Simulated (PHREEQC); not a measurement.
Dissolve 0.055 mol/kgw CuSO4 at 50 °C. Closed to the air; pH follows from the charge balance.

Model: ion-association model, phreeqc.dat, run in PHREEQC.

Precipitation was switched off in this run.

Task: Predict the pH, specific conductance.

Result: pH 4.35; specific conductance 8750 µS/cm.

Task: In which forms is Cu present?

Result: Cu+2 54 %, CuSO4 46 % of the Cu.

Away from 25 °C the constants follow the database's enthalpies or fits; those with neither stay at their 25 °C values.
